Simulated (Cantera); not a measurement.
Gas-phase reforming

A perfectly stirred reactor is fed with 34.5 % CH4, 65.5 % H2O, at 0.230 bar; it is held at 2025 K, and followed from long to short residence time.

Cantera simulation using GRI-Mech 3.0 (53 species, 325 reactions); the numbers are that mechanism's predictions, not measurements.

| τ (s) | x CH4 | x H2O | x H | x HO2 | x O2 |
|---|---|---|---|---|---|
| 1.2 | 0.00179 | 0.176 | 0.00295 | 2.43e-11 | 3.69e-8 |
| 0.62 | 0.00296 | 0.180 | 0.00292 | 2.51e-11 | 3.80e-8 |
| 0.33 | 0.00456 | 0.188 | 0.00288 | 2.69e-11 | 4.02e-8 |
| 0.17 | 0.00688 | 0.202 | 0.00282 | 3.04e-11 | 4.43e-8 |
| 0.090 | 0.00985 | 0.222 | 0.00274 | 3.62e-11 | 5.09e-8 |
| 0.047 | 0.0138 | 0.252 | 0.00262 | 4.55e-11 | 6.09e-8 |
| 0.025 | 0.0188 | 0.289 | 0.00248 | 5.85e-11 | 7.42e-8 |
| 0.013 | 0.0257 | 0.334 | 0.00230 | 7.56e-11 | 9.14e-8 |
| 0.0068 | 0.0349 | 0.381 | 0.00210 | 9.41e-11 | 1.10e-7 |
| 0.0036 | 0.0475 | 0.425 | 0.00187 | 1.10e-10 | 1.28e-7 |
x: mole fraction; the columns are a selection and need not sum to one.
